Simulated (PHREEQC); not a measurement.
Make-up at 66 °C: 0.093 mol Cu(NO3)2, 0.00056 mol NaHSO4 and 1.3e-05 mol Ca(HCO3)2 per kg of water. Closed to the air; pH follows from the charge balance.

Computed with PHREEQC (ion-association model, phreeqc.dat).

Precipitation was switched off in this run.

Predict the pH.

pH 3.36.

In which forms is S present?

CuSO4 58 %, SO4-2 40 %, HSO4- 1.5 % of the S.

Away from 25 °C the constants follow the database's enthalpies or fits; those with neither stay at their 25 °C values.
